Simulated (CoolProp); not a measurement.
Carbon monoxide along the isotherm 141.6 K: Z from the reference equation and from simpler models built on Tc = 132.9 K, pc = 3.498 MPa, ω = 0.050; each cubic takes its own stable root.

The numbers come from the reference Helmholtz-energy equation of state, Lemmon 2006 in CoolProp. It is a short technical equation, of lower accuracy than the large ones.

| p (MPa) | phase | reference |
|---|---|---|
| 0.0166 | gas | 0.9987 |
| 0.0341 | gas | 0.9973 |
| 0.07 | gas | 0.9945 |
| 0.144 | gas | 0.9885 |
| 0.295 | gas | 0.9764 |
| 0.606 | gas | 0.9507 |
| 1.24 | gas | 0.8954 |
| 2.56 | gas | 0.7632 |
| 5.25 | supercritical | 0.3550 |

How far does each simpler model (Redlich-Kwong, Peng-Robinson) lie from the reference over these 9 states: mean and median of the absolute difference, and the worst?


- Redlich-Kwong: mean 1.0 %, median 0.1 %, worst +8.4 % at 141.6 K and 5.25 MPa
- Peng-Robinson: mean 1.0 %, median 0.4 %, worst -3.3 % at 141.6 K and 2.56 MPa
